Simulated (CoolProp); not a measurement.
A closed Brayton cycle with nitrogen: compressor inlet 316.15 K and 4 MPa, high pressure 7.87 MPa, turbine inlet 835 K, compressor efficiency 0.85, turbine efficiency 0.9, recuperator effectiveness 0.8 (on enthalpy, no pinch check). Each further row changes one setting.

Computed with CoolProp (reference Helmholtz-energy equation of state, Span 2000).

| case | thermal efficiency (%) | net work (kJ/kg) | compressor to turbine work | compressor exit (K) | turbine exit (K) |
|---|---|---|---|---|---|
| as stated | [?] | 57.8 | 0.59 | 396.3 | 710.9 |
| turbine inlet 785 K | [?] | 49.3 | [?] | 396.3 | 667.2 |
| compressor inlet 326.15 K | [?] | 55.0 | 0.61 | 408.8 | 710.9 |
| high pressure 6.69 MPa | [?] | [?] | 0.56 | 375.6 | 739.0 |
| recuperator effectiveness 0.5 | 18.3 | 57.8 | 0.59 | 396.3 | 710.9 |

Task: Some entries are withheld; supply them.

Result: 
- as stated, thermal efficiency (%): 27.1
- turbine inlet 785 K, thermal efficiency (%): 25.3
- turbine inlet 785 K, compressor to turbine work: 0.63
- compressor inlet 326.15 K, thermal efficiency (%): 26.2
- high pressure 6.69 MPa, thermal efficiency (%): 24.9
- high pressure 6.69 MPa, net work (kJ/kg): 47.7
